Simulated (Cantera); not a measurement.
A closed system holds: 1 mol MgO, 0.18 mol C, 0.059 mol H2, equilibrated at 12000 Pa.

These are equilibrium values from Cantera (NASA tables, ideal gas, pure condensed phases), not measurements of a reactor. Candidate condensed phases: C, C6H6, C7H8, C8H18, H2O, Mg, MgCO3, MgO, Mg(OH)2; 116 gas species. The numbers say what is thermodynamically allowed, not how fast it happens.

**Question.** Which condensed phases are stable at each of these points (T (K)): 1400, 1500, 1600, 1700, 1800, 1900, 2000, 2100, 2200, 2300, 2400, 2500, 2600?

**Answer.** 
| T (K) | condensed phases | Mg condensed (%) |
|---|---|---|
| 1400 | C(graphite) + MgO(s) | 100.0 |
| 1500 | C(graphite) + MgO(s) | 100.0 |
| 1600 | C(graphite) + MgO(s) | 99.8 |
| 1700 | C(graphite) + MgO(s) | 99.1 |
| 1800 | C(graphite) + MgO(s) | 89.4 |
| 1900 | MgO(s) | 82.0 |
| 2000 | MgO(s) | 82.0 |
| 2100 | MgO(s) | 82.0 |
| 2200 | MgO(s) | 82.0 |
| 2300 | MgO(s) | 81.9 |
| 2400 | MgO(s) | 81.7 |
| 2500 | MgO(s) | 81.2 |
| 2600 | MgO(s) | 80.4 |

From 1400 K to 1800 K the condensed part is C(graphite) + MgO(s). From 1900 K to 2600 K the condensed part is MgO(s).
